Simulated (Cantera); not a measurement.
A closed system holds: 1 mol SiCl4, 300 mol H2, 0.013 mol C3H8, equilibrated at 60.8 Torr.

Equilibrium computed with Cantera from the NASA thermochemical tables; the gas is ideal and each condensed phase is pure. Candidate condensed phases: C, C6H6, C7H8, C8H18, Si, SiC; 109 gas species. Mutual solubility and eutectic melting of coexisting phases are not modelled. The tables' values for SiCl are old estimates; treat these amounts as uncertain. Gases not in the tables: Si2H6 and higher silanes. Rates play no part.

log p: log10 of the partial pressure in bar; n: condensed amount in mol.

| T (K) | log p H2 | log p HCl | log p H | log p Si | n Si(s) | n SiC(s) | n Si(l) |
|---|---|---|---|---|---|---|---|
| 1600 | -1.10 | -3.01 | -4.81 | ___ | 0.801 | 0.0386 | 0 |
| 1675 | -1.10 | -3.01 | -4.48 | ___ | 0.791 | 0.0386 | 0 |
| 1750 | -1.10 | -3.00 | -4.18 | ___ | 0 | 0.0385 | 0.793 |
| 1825 | -1.10 | -3.00 | -3.91 | ___ | 0 | 0.0382 | 0.785 |
| 1900 | -1.10 | -3.00 | -3.65 | ___ | 0 | 0.0373 | 0.749 |
| 1975 | -1.10 | -3.00 | -3.41 | ___ | 0 | 0.0344 | 0.653 |
| 2050 | -1.10 | -3.00 | -3.19 | ___ | 0 | 0.0257 | 0.434 |

Problem. Complete the blanks.

Solution. 
- 1600, log p Si: -7.01
- 1675, log p Si: -6.36
- 1750, log p Si: -5.82
- 1825, log p Si: -5.34
- 1900, log p Si: -4.90
- 1975, log p Si: -4.49
- 2050, log p Si: -4.11
